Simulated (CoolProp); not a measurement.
A closed Brayton cycle with carbon dioxide: compressor inlet 322.15 K and 8.5 MPa, high pressure 27.2 MPa, turbine inlet 715 K, compressor efficiency 0.89, turbine efficiency 0.9, recuperator effectiveness 0 (on enthalpy, no pinch check). Each further row changes one setting.

Values from CoolProp's reference Helmholtz-energy equation of state, Span 1996.

```
case                           thermal efficiency (%)  net work (kJ/kg)  compressor to turbine work  compressor exit (K)  turbine exit (K)
-----------------------------  ----------------------  ----------------  --------------------------  -------------------  ----------------
as stated                                        17.1              71.1                        0.44                413.4             587.4
turbine inlet 665 K                              16.9              59.9                        0.48                413.4             542.1
compressor inlet 332.15 K                        16.5              62.9                        0.50                432.5             587.4
high pressure 23.1 MPa                           15.1              64.9                        0.41                400.3             604.9
recuperator effectiveness 0.5                    22.5              71.1                        0.44                413.4             587.4
```
